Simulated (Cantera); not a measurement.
What does this Cantera script print?

```python
import numpy as np
import cantera as ct

gas_names = """
    B BH BH2 BH3 BN BO BO2 B2 B2O B2O2 B2O3 B3O3H3 H HBO HBO2 HNO HNO2 HNO3 HO2 H2 H2O H2O2 H3B3O6 N NH
    NH2 NH3 NH2OH NO NO2 NO3 N2 N2H2 N2H4 N2O O OH O2 O3
""".split()
cond_names = """
    B(b) B(L) BN(s) B2O3(L) B3O3H3(cr) H2O(s) H2O(L)
""".split()


def load(file, names, dense=False):
    # The tables refer to 1 bar. Condensed volumes are neglected.
    table = {s.name: s for s in ct.Species.list_from_file(file)}
    out = []
    for n in names:
        d = dict(table[n].input_data)
        d["thermo"] = dict(d["thermo"], **{"reference-pressure": 1e5})
        if dense:
            d["equation-of-state"] = {"model": "constant-volume", "density": "1e6 g/cm^3"}
        out.append(ct.Species.from_dict(d))
    return out


gas = ct.Solution(thermo="ideal-gas", species=load("nasa_gas.yaml", gas_names))
cond = {s.name: ct.Solution(thermo="fixed-stoichiometry", species=[s], name=s.name)
        for s in load("nasa_condensed.yaml", cond_names, dense=True)}
atoms = {
    'B2O3': {'B': 2, 'O': 3},
    'H2': {'H': 2},
    'N2': {'N': 2},
}
top_T = {'BN(s)': 3200}  # K; cautious upper limits of use, not melting points


def equilibrate(T, P, feed):
    n = {}
    for name, mol in feed.items():
        for a, k in atoms[name].items():
            n[a] = n.get(a, 0.0) + k * mol
    gas.TPX = T, P, n
    mass = sum(n.values()) * gas.mean_molecular_weight
    gas.equilibrate("TP")
    valid = [c for c in cond.values() if c.min_temp <= T <= top_T.get(c.name, c.max_temp)]
    mix = ct.Mixture([(gas, mass / gas.mean_molecular_weight)] + [(c, 0.0) for c in valid])
    mix.T, mix.P = T, P
    mix.equilibrate("TP", solver="vcs", rtol=1e-11, max_steps=5000)
    return mix


results = []
feed = {'B2O3': 1, 'H2': 22, 'N2': 1}  # mol
T = 1398.15  # K
for P in [10, 63, 400, 2500, 16000, 100000]:
    mix = equilibrate(T, P, feed)
    results.append((T, P, feed, dict(zip(mix.species_names, mix.species_moles))))

top = {s: max(r[3][s] / sum(r[3][g] for g in gas_names) for r in results) for s in gas_names}
cols = sorted((s for s in top if top[s] > 1e-05), key=lambda s: -top[s])[:6]
seen = [c for c in cond_names if any(r[3].get(c, 0) > 1e-12 for r in results)]
print("log10 of partial pressures in bar; condensed amounts in mol")
print(f"{'P/Pa':>10s}" + "".join(f"{s[:9]:>10s}" for s in cols + seen))
for T, P, feed, n in results:
    ng = sum(n[g] for g in gas_names)
    print(f"{P:10.4g}" + "".join(f"{np.log10(max(n[s] / ng * P / 1e5, 1e-99)):10.3f}" for s in cols)
          + "".join(f"{n.get(c, 0):10.4g}" for c in seen))
```

Result:

```
log10 of partial pressures in bar; condensed amounts in mol
      P/Pa        H2        N2      B2O3      HBO2       HBO       H2O     BN(s)   B2O3(L)
        10    -4.044    -5.379    -5.638    -5.789    -5.888    -7.503         0   0.05238
        63    -3.227    -4.567    -5.638    -5.422    -5.438    -6.769         0    0.7694
       400    -2.420    -3.764    -5.638    -4.919    -5.133    -5.764   0.01503    0.9224
      2500    -1.623    -2.969    -5.638    -4.388    -4.867    -4.701   0.02054    0.9624
   1.6e+04    -0.816    -2.164    -5.638    -3.851    -4.598    -3.626   0.02818    0.9736
     1e+05    -0.020    -1.371    -5.638    -3.321    -4.332    -2.567   0.04487    0.9714
```

Cantera equilibrium calculation (NASA polynomials, part measured and part estimated; ideal gas, pure solids and liquids). N2 is the only nitrogen source here; it is nearly inert below about 1500 K, so the nitride shown seldom forms there in practice. Mutual solubility and eutectic melting of coexisting phases are not modelled. Gases not in the tables: H3BO3.
